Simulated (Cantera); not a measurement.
An isothermal, constant-pressure homogeneous reactor starts with 40.8 % H2, 59.2 % O2, equivalence ratio 0.34, at 1423 K and 270 Pa.

Model: the H2/O2 subset of GRI-Mech 3.0, which has no nitrogen chemistry, integrated in Cantera. Radical loss at walls, strong at low pressure, is not modelled. The temperature is held fixed by assumption; the heat of reaction is taken as removed at once.

Q: Predict: x(H2) at 1.00 s; x(O2) at 1.00 s; x(OH) at 1.00 s; x(O) at 1.00 s; x(HO2) at 1.00 s; x(H) at 1.00 s.

A: 
```
Quantity                                           Result
----------------  ---------------------------------------
x(H2) at 1.00 s   0.00450 (gas-phase equilibrium 9.10e-6)
x(O2) at 1.00 s       0.477 (gas-phase equilibrium 0.487)
x(OH) at 1.00 s   0.0104 (gas-phase equilibrium 0.000475)
x(O) at 1.00 s    0.00912 (gas-phase equilibrium 1.82e-5)
x(HO2) at 1.00 s  1.28e-6 (gas-phase equilibrium 1.05e-7)
x(H) at 1.00 s    0.00436 (gas-phase equilibrium 3.88e-7)
```
